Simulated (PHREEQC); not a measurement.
1 kg of water holding 0.4 mol K2CO3, 0.52 mol KCl, 0.051 mol KHCO3 and 0.01 mol K2SO4 is evaporated at 25 °C; the solids stay in contact with the brine. The system is closed to CO2. Solids allowed: Arcanite, Kalicinite, Misenite, Sylvite. Others were left out.

Base run: PHREEQC, Pitzer model, pitzer.dat. Each further column changes one thing. The table gives water activity.

| H2O removed (mol) | base | temperature from 25 to 5 °C |
|---|---|---|
| 0 | 0.965 | … |
| 9.886 | 0.957 | 0.958 |
| 18.01 | 0.948 | … |
| 24.69 | 0.936 | 0.938 |
| 30.18 | 0.921 | 0.925 |
| 34.69 | 0.902 | … |
| 38.4 | 0.877 | 0.885 |
| 43.95 | 0.806 | … |
| 46.01 | 0.773 | 0.810 |
| 47.7 | 0.750 | 0.789 |
| 49.09 | 0.719 | 0.761 |
| 50.23 | 0.677 | … |
| 51.17 | 0.619 | … |

### Question
Fill in the missing entries.

### Answer

- 0, temperature from 25 to 5 °C: 0.966
- 18.01, temperature from 25 to 5 °C: 0.949
- 34.69, temperature from 25 to 5 °C: 0.907
- 43.95, temperature from 25 to 5 °C: 0.826
- 50.23, temperature from 25 to 5 °C: 0.723
- 51.17, temperature from 25 to 5 °C: 0.674

 At this temperature some constants are extrapolated from 25 °C, and those without enthalpy data are left unchanged.
